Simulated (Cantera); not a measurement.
Mixture: 17.2 % H₂, 12.1 % O₂, 53.4 % N₂, 17.2 % H₂O, at 100000 Pa, adiabatic and at constant volume. Ignition delay is the time to a rise of 400 K.

Cantera simulation using GRI-Mech 3.0 (53 species, 325 reactions); the numbers are that mechanism's predictions, not measurements. Where the delays flatten at high temperature, the 400 K rule measures the pace of heat release, not the induction time.

**Question.** Predict: delay at 1300 K; delay at 1450 K; delay at 1600 K; delay at 1750 K; delay at 1900 K.

**Answer.** 
```
Quantity           Value
---------------  -------
delay at 1300 K  42.6 µs
delay at 1450 K  26.0 µs
delay at 1600 K  20.9 µs
delay at 1750 K  20.3 µs
delay at 1900 K  22.3 µs
```
